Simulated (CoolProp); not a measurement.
The fluid at 293.15 K and 0.0429 MPa expands adiabatically to 0.00382 MPa with isentropic efficiency 1. The same conditions are run with several fluids, on thermodynamics alone (safety and materials aside).

Values from CoolProp's reference Helmholtz-energy equation of state of each fluid (R1233zd(E): Akasaka 2022; fluoroethane (R161): Wu 2012; propane: Lemmon 2009; R125: Lemmon 2005).

| fluid | work (kJ/kg) | final temperature (K) | final density (kg/m³) |
|---|---|---|---|
| R1233zd(E) | 40.3 | 235.1 | 0.256 |
| fluoroethane (R161) | 102 | 199.1 | 0.111 |
| propane | 115 | 214.5 | 0.0946 |
| R125 | 43.8 | 232.5 | 0.238 |
